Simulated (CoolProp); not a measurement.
Vapour pressure (kPa) of water: the reference equation beside estimates from Tc = 647.1 K, pc = 22060 kPa, ω = 0.344. Clausius-Clapeyron is anchored at 413.8 K with a constant enthalpy of vaporisation of 38.59 kJ/mol.

Model: reference Helmholtz-energy equation of state, Wagner 2002, in CoolProp.

```
T (K)  reference  Lee-Kesler  Clausius-Clapeyron  Redlich-Kwong  Soave-Redlich-Kwong
-----  ---------  ----------  ------------------  -------------  -------------------
385.8      156.6       144.7               163.1          422.5                146.1
395.1      211.3       198.3               216.5          541.5                199.8
404.5      281.4       267.9               284.5          686.0                269.3
413.8      368.2       355.0               368.2          855.8                356.1
423.1      475.5       463.4               471.2           1055                464.2
432.4      606.5       596.7               596.6           1287                597.1
441.7      764.8       758.6               747.9           1554                758.4
451        954.2       953.0               928.9           1860                952.3
460.3       1179        1184                1144           2206                 1183
469.6       1443        1456                1396           2597                 1455
478.9       1751        1774                1692           3034                 1773
488.3       2112        2145                2039           3527                 2147
497.6       2524        2569                2435           4068                 2573
506.9       2994        3052                2890           4663                 3061
```

Absolute difference from the reference over all 14 rows, mean and median: Lee-Kesler 2.5 and 1.7 %, Clausius-Clapeyron 2.5 and 2.8 %, Redlich-Kwong 104.2 and 99.1 %, Soave-Redlich-Kwong 2.4 and 1.8 %.
